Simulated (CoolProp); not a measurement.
Properties of methanol along the isobar 8.92 MPa (Tc = 513.4 K, pc = 8.216 MPa, ω = 0.565).

Values from CoolProp's reference Helmholtz-energy equation of state, de Reuck 1993.

| T (K) | phase | Z | cp (kJ/(kg K)) | expansivity (1/kK) |
|---|---|---|---|---|
| 238.8 | liquid | 0.1697 | 2.276 | 1.097 |
| 270.6 | liquid | 0.1550 | 2.384 | 1.101 |
| 302.4 | liquid | 0.1437 | 2.550 | 1.132 |
| 334.3 | liquid | 0.1350 | 2.774 | 1.220 |
| 366.1 | liquid | 0.1284 | 3.050 | 1.390 |
| 397.9 | liquid | 0.1240 | 3.380 | 1.682 |
| 429.7 | liquid | 0.1221 | 3.792 | 2.190 |
| 461.6 | liquid | 0.1236 | 4.380 | 3.217 |
| 493.4 | liquid | 0.1331 | 5.663 | 6.438 |
| 525.2 | supercritical | 0.4505 | 13.93 | 34.16 |
| 557 | supercritical | 0.6677 | 4.987 | 7.789 |

The peak of cp marks the crossing from liquid-like to gas-like fluid above the critical point.
